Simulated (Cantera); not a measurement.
A freely propagating, adiabatic, planar premixed flame of H2 : O2 : N2 = 1 : 0.185 : 0.696 (molar parts), equivalence ratio 2.7, unburnt at 300 K and 0.840 bar; unity-Lewis-number transport, grid criteria slope 0.08 and curve 0.16, no radiation.

Model: the H2/O2 subset of GRI-Mech 3.0, which has no nitrogen chemistry, integrated in Cantera. Unity Lewis numbers drop preferential diffusion, which matters most where H2 and H carry the flame. Burning velocities carry a grid error of a few per cent, more on coarse grids.

Q: Predict: laminar burning velocity; thermal thickness; peak x(O); peak x(H); peak x(HO2).

A: 
```json
{
 "laminar_burning_velocity": "149 cm/s",
 "thermal_thickness": "0.482 mm",
 "peak x(O)": "0.000818",
 "peak x(H)": "0.0568",
 "peak x(HO2)": "0.000249"
}
```
